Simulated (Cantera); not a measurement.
Hydrocarbon pyrolysis for carbon deposition

An isothermal, constant-pressure homogeneous reactor starts with CH₄ : N₂ = 1 : 5.3 (molar parts), at 1498 K and 1.01 bar.

Cantera simulation using GRI-Mech 3.0 (53 species, 325 reactions); the numbers are that mechanism's predictions, not measurements. GRI-Mech 3.0 stops at C3 and has no aromatics, soot or wall deposition, so with more carbon than oxygen in the feed, carbon stays in small species such as C2H2 where larger ones or solid carbon would form.

```csv
t (s),x CH₄,x C₂H₂,x CH₂,x HCN,x C₂H₄,x C₂H,x H
0.000100,0.159,3.12e-12,2.73e-11,<1e-12,1.06e-8,<1e-12,1.67e-8
0.000315,0.159,3.60e-10,2.17e-10,<1e-12,3.08e-7,<1e-12,1.83e-8
0.000992,0.159,2.87e-8,7.93e-10,<1e-12,5.11e-6,<1e-12,2.42e-8
0.00312,0.158,1.08e-6,1.68e-9,<1e-12,4.41e-5,<1e-12,3.83e-8
0.00984,0.157,3.52e-5,3.76e-9,1.93e-12,0.000350,5.60e-12,1.03e-7
0.0310,0.152,0.000854,5.24e-9,2.09e-11,0.00174,9.35e-11,3.89e-7
0.0976,0.138,0.00677,3.63e-9,1.54e-10,0.00221,5.37e-10,1.07e-6
0.307,0.110,0.0197,2.22e-9,6.85e-10,0.00135,1.31e-9,2.21e-6
0.968,0.0682,0.0375,1.27e-9,2.25e-9,0.00159,2.35e-9,3.90e-6
3.05,0.0300,0.0531,6.63e-10,6.02e-9,0.00260,3.61e-9,6.01e-6
9.60,0.0168,0.0583,4.53e-10,1.51e-8,0.00308,4.35e-9,7.27e-6
30.2,0.0164,0.0585,4.46e-10,4.22e-8,0.00310,4.39e-9,7.33e-6
95.3,0.0164,0.0585,4.46e-10,1.28e-7,0.00310,4.39e-9,7.33e-6
300,0.0164,0.0585,4.46e-10,4.00e-7,0.00310,4.39e-9,7.33e-6
```
x: mole fraction; the columns are a selection and need not sum to one.

Equilibrium at this temperature and pressure: CH₄ 0.0119, C₂H₂ 0.0276, CH₂ 3.12e-10, HCN 0.0687, C₂H₄ 0.00152, C₂H 2.03e-9, H 7.47e-6 (gas phase only).
